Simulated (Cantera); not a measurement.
Cantera run, input and output.

```python
import numpy as np
import cantera as ct

gas = ct.Solution("gri30.yaml")
gas.TPX = 950, 1333, {'H2': 0.034, 'O2': 1}
reactor = ct.IdealGasConstPressureReactor(gas, energy="off", clone=False)
net = ct.ReactorNet([reactor])
net.rtol, net.atol = 1e-08, 1e-18
show = ['H2', 'O2', 'H', 'OH', 'HO2']
times = np.geomspace(5e-06, 20, 12)

steps = ct.SolutionArray(gas, extra=["t"])
rows = []
print(f"{'t/s':>10s}{'T/K':>9s}{'P/Pa':>11s}" + "".join(f"{s:>11s}" for s in show))
for t in times:
    while net.time < t:
        t_next = net.step()
        steps.append(gas.state, t=t_next)
    rows.append([np.interp(t, steps.t, y) for y in (steps.T, steps.P, *steps(*show).X.T)])
    print(f"{t:10.3e}{rows[-1][0]:9.1f}{rows[-1][1]:11.4g}" + "".join(f"{x:11.3e}" for x in rows[-1][2:]))
rate = np.gradient(steps.T, steps.t)
print("integrator steps:", len(steps.t))
if steps.T.max() > steps.T[0] + 200:
    print(f"time of steepest temperature rise: {steps.t[rate.argmax()]:.4e} s")
gas.TPX = 950, 1333, {'H2': 0.034, 'O2': 1}
gas.equilibrate("TP")
print(f"equilibrium (TP): T = {gas.T:.1f} K  " + "  ".join(f"{s} {gas[s].X[0]:.3e}" for s in show))
```

Output:

```
       t/s      T/K       P/Pa         H2         O2          H         OH        HO2
 5.000e-06    950.0       1333  3.288e-02  9.671e-01  3.604e-13  4.772e-15  3.653e-13
 1.991e-05    950.0       1333  3.288e-02  9.671e-01  1.383e-12  7.108e-14  1.456e-12
 7.931e-05    950.0       1333  3.288e-02  9.671e-01  4.885e-12  9.339e-13  5.818e-12
 3.159e-04    950.0       1333  3.288e-02  9.671e-01  1.639e-11  8.865e-12  2.340e-11
 1.258e-03    950.0       1333  3.288e-02  9.671e-01  1.257e-10  1.051e-10  9.866e-11
 5.011e-03    950.0       1333  3.288e-02  9.671e-01  9.657e-08  8.525e-08  6.928e-09
 1.996e-02    950.0       1333  1.110e-03  9.551e-01  4.073e-03  1.108e-03  6.947e-06
 7.948e-02    950.0       1333  6.142e-05  9.652e-01  1.054e-04  2.237e-04  2.799e-06
 3.166e-01    950.0       1333  4.129e-06  9.665e-01  1.983e-06  5.750e-05  6.567e-07
 1.261e+00    950.0       1333  2.664e-07  9.666e-01  4.535e-08  1.652e-05  1.001e-07
 5.022e+00    950.0       1333  2.270e-08  9.666e-01  1.834e-09  5.695e-06  1.502e-08
 2.000e+01    950.0       1333  3.099e-09  9.666e-01  1.236e-10  2.315e-06  2.747e-09
integrator steps: 1561
equilibrium (TP): T = 950.0 K  H2 5.401e-12  O2 9.666e-01  H 1.127e-14  OH 1.028e-07  HO2 2.477e-10
```

Model: GRI-Mech 3.0 (53 species, 325 reactions), integrated in Cantera. Radical loss at walls, strong at low pressure, is not modelled.
